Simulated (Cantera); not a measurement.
Feed: 1 mol Fe₃O₄, 0.61 mol C, 0.24 mol CO, equilibrated at 10000 Pa.

Cantera equilibrium calculation (NASA polynomials, part measured and part estimated; ideal gas, pure solids and liquids). Candidate condensed phases: C, Fe, Fe(CO)₅, FeO, Fe₂O₃, Fe₃O₄; 15 gas species. The tables' stoichiometric FeO is somewhat more stable than real wüstite, so its field is too wide. FeO: taken at fixed stoichiometry. The numbers say what is thermodynamically allowed, not how fast it happens.

x: gas mole fraction; n: condensed amount in mol.

```csv
T (°C),x CO,x CO₂,x Fe,x FeO,x O₂,x O,n FeO(s),n FeO(l)
852,0.541,0.459,8.62e-12,<1e-12,<1e-12,<1e-12,3.00,0
902,0.541,0.459,5.13e-11,<1e-12,<1e-12,<1e-12,3.00,0
952,0.541,0.459,2.63e-10,<1e-12,<1e-12,<1e-12,3.00,0
1002,0.541,0.459,1.18e-9,2.13e-12,<1e-12,<1e-12,3.00,0
1052,0.541,0.459,4.72e-9,1.27e-11,<1e-12,<1e-12,3.00,0
1102,0.541,0.459,1.70e-8,6.62e-11,?,3.41e-12,3.00,0
1152,0.541,0.459,5.60e-8,3.06e-10,?,1.76e-11,3.00,0
1202,0.541,0.459,1.69e-7,1.27e-9,?,8.14e-11,3.00,0
1252,0.541,0.459,4.75e-7,4.81e-9,?,3.40e-10,3.00,0
1302,0.541,0.459,1.25e-6,1.66e-8,?,1.30e-9,3.00,0
1352,0.541,0.459,3.07e-6,5.30e-8,?,4.55e-9,3.00,0
1402,0.541,0.459,6.98e-6,1.53e-7,?,1.48e-8,0,3.00
1452,0.541,0.459,1.47e-5,4.06e-7,?,4.50e-8,0,3.00
1502,0.541,0.459,2.96e-5,1.01e-6,?,1.28e-7,0,3.00
```

Q: Complete the blanks.

A: 
- 1102, x O₂: 2.87e-12
- 1152, x O₂: 1.61e-11
- 1202, x O₂: 8.04e-11
- 1252, x O₂: 3.60e-10
- 1302, x O₂: 1.46e-9
- 1352, x O₂: 5.46e-9
- 1402, x O₂: 1.88e-8
- 1452, x O₂: 6.01e-8
- 1502, x O₂: 1.80e-7
